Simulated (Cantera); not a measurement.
Input (Python, Cantera):

```python
import numpy as np
import cantera as ct

gas = ct.Solution("h2o2.yaml")
gas.TPX = 825, 28000, {'H2': 1.4, 'O2': 0.57, 'N2': 2.2}
reactor = ct.IdealGasConstPressureReactor(gas, energy="off", clone=False)
net = ct.ReactorNet([reactor])
net.rtol, net.atol = 1e-08, 1e-18
show = ['H2', 'O2', 'H', 'H2O2', 'H2O']
times = np.geomspace(0.0006, 20, 14)

steps = ct.SolutionArray(gas, extra=["t"])
rows = []
print(f"{'t/s':>10s}{'T/K':>9s}{'P/Pa':>11s}" + "".join(f"{s:>11s}" for s in show))
for t in times:
    while net.time < t:
        t_next = net.step()
        steps.append(gas.state, t=t_next)
    rows.append([np.interp(t, steps.t, y) for y in (steps.T, steps.P, *steps(*show).X.T)])
    print(f"{t:10.3e}{rows[-1][0]:9.1f}{rows[-1][1]:11.4g}" + "".join(f"{x:11.3e}" for x in rows[-1][2:]))
rate = np.gradient(steps.T, steps.t)
print("integrator steps:", len(steps.t))
if steps.T.max() > steps.T[0] + 200:
    print(f"time of steepest temperature rise: {steps.t[rate.argmax()]:.4e} s")
gas.TPX = 825, 28000, {'H2': 1.4, 'O2': 0.57, 'N2': 2.2}
gas.equilibrate("TP")
print(f"equilibrium (TP): T = {gas.T:.1f} K  " + "  ".join(f"{s} {gas[s].X[0]:.3e}" for s in show))
```

Result:

```
       t/s      T/K       P/Pa         H2         O2          H       H2O2        H2O
 6.000e-04    825.0    2.8e+04  3.357e-01  1.367e-01  4.645e-12  6.999e-14  1.982e-11
 1.337e-03    825.0    2.8e+04  3.357e-01  1.367e-01  4.940e-12  4.232e-13  5.557e-11
 2.978e-03    825.0    2.8e+04  3.357e-01  1.367e-01  5.113e-12  2.350e-12  1.382e-10
 6.636e-03    825.0    2.8e+04  3.357e-01  1.367e-01  5.497e-12  1.246e-11  3.325e-10
 1.478e-02    825.0    2.8e+04  3.357e-01  1.367e-01  6.408e-12  6.512e-11  8.184e-10
 3.294e-02    825.0    2.8e+04  3.357e-01  1.367e-01  8.736e-12  3.451e-10  2.190e-09
 7.339e-02    825.0    2.8e+04  3.357e-01  1.367e-01  1.582e-11  1.985e-09  7.096e-09
 1.635e-01    825.0    2.8e+04  3.357e-01  1.367e-01  4.785e-11  1.422e-08  3.409e-08
 3.643e-01    825.0    2.8e+04  3.357e-01  1.367e-01  3.842e-10  2.010e-07  3.836e-07
 8.117e-01    825.0    2.8e+04  3.357e-01  1.367e-01  3.679e-09  6.983e-06  1.051e-05
 1.808e+00    825.0    2.8e+04  3.356e-01  1.366e-01  1.676e-08  6.902e-05  1.513e-04
 4.029e+00    825.0    2.8e+04  3.335e-01  1.353e-01  7.601e-08  4.125e-04  2.316e-03
 8.977e+00    825.0    2.8e+04  3.232e-01  1.299e-01  8.856e-08  6.553e-04  1.450e-02
 2.000e+01    825.0    2.8e+04  3.032e-01  1.194e-01  6.584e-08  6.479e-04  3.863e-02
integrator steps: 734
equilibrium (TP): T = 825.0 K  H2 7.222e-02  O2 1.766e-24  H 4.056e-12  H2O2 4.182e-23  H2O 3.167e-01
```

Model: the H2/O2 subset of GRI-Mech 3.0, which has no nitrogen chemistry, integrated in Cantera. Below about 950 K walls govern HO2 and H2O2 in real vessels. The temperature is held fixed by assumption; the heat of reaction is taken as removed at once.
